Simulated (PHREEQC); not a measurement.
Make-up at 70 °C: 0.14 mol HF and 0.23 mol NaF per kg of water. Closed to the air; pH follows from the charge balance.

Model: ion-association model, wateq4f.dat, run in PHREEQC.

### Question
The ionic strength comes out as 0.221 mol/kgw. What activity coefficients do Na+, F-, H+, HF2- get?

### Answer
Na+ 0.72, F- 0.68, H+ 0.78, HF2- 0.68.

Precipitation was switched off in this run. Species that the database lacks are ignored. Away from 25 °C the constants follow the database's enthalpies or fits; those with neither stay at their 25 °C values.
